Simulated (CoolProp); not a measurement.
The numbers come from the reference Helmholtz-energy equation of state, Thol 2019 in CoolProp.

Q: For decamethylcyclopentasiloxane (D5), give the phase and the density (kg/m³), cv (kJ/(kg K)), speed of sound (m/s), Joule-Thomson coefficient (K/MPa) at 68.65 °C and 14.1 bar.

A: 
- 68.65 °C and 14.1 bar: liquid; density 910, cv 1.51, speed of sound 803, Joule-Thomson coefficient -0.378
